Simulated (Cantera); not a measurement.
Carbothermic reduction: PbO + CH4 + N2

Feed: 1 mol PbO, 3.1 mol CH4, 4.1 mol N2, equilibrated at 12000 Pa.

Equilibrium computed with Cantera from the NASA thermochemical tables; the gas is ideal and each condensed phase is pure. Candidate condensed phases: C, C6H6, C7H8, C8H18, H2O, Pb, PbO, PbO2, Pb3O4; 139 gas species. The numbers say what is thermodynamically allowed, not how fast it happens.

```csv
T (K),log p H2,log p N2,log p CO,log p Pb,log p HCN,log p H,n C(graphite),n Pb(l)
1275,-1.19,-1.37,-1.98,-2.72,-5.07,-6.73,2.10,0.820
1375,-1.21,-1.39,-2.00,-2.18,-4.69,-6.07,2.10,0.346
1475,-1.22,-1.40,-2.01,-2.01,-4.36,-5.50,2.09,0
1575,-1.22,-1.40,-2.01,-2.01,-4.07,-4.99,2.09,0
1675,-1.22,-1.40,-2.01,-2.01,-3.81,-4.54,2.08,0
1775,-1.22,-1.40,-2.01,-2.01,-3.58,-4.15,2.07,0
1875,-1.22,-1.40,-2.01,-2.01,-3.37,-3.79,2.05,0
1975,-1.22,-1.40,-2.01,-2.01,-3.19,-3.48,2.02,0
```
log p: log10 of the partial pressure in bar; n: condensed amount in mol.

From 1275 K to 1375 K the condensed part is C(graphite) + Pb(l). From 1475 K to 1975 K the condensed part is C(graphite). The main Pb-bearing gas is Pb throughout.
